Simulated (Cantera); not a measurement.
Feed: 1 mol HBr, 0.069 mol H₂, 26 mol N₂, at 2.30 bar.

These are equilibrium values from Cantera (NASA tables, ideal gas, pure condensed phases), not measurements of a reactor. Candidate condensed phases: Br₂; 12 gas species. Kinetics and transport are ignored.

Task: At 1727 °C, list the 4 most abundant gas species with their mole fractions, and the condensed phases.

Result: N₂ 0.956, HBr 0.0280, Br 0.00875, H₂ 0.00690. Condensed: gas only.
